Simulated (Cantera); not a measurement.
Feed: 1 mol Pb, 0.051 mol CO, 2.4 mol N2, held at 97.0 Pa.

These are equilibrium values from Cantera (NASA tables, ideal gas, pure condensed phases), not measurements of a reactor. Candidate condensed phases: C, Pb, PbO, PbO2, Pb3O4; 27 gas species. The numbers say what is thermodynamically allowed, not how fast it happens.

Problem. At 750 °C, list the 3 most abundant gas species with their mole fractions, and the condensed phases.

Solution. N2 0.952, Pb 0.0275, CO 0.0202. Condensed: Pb(l).
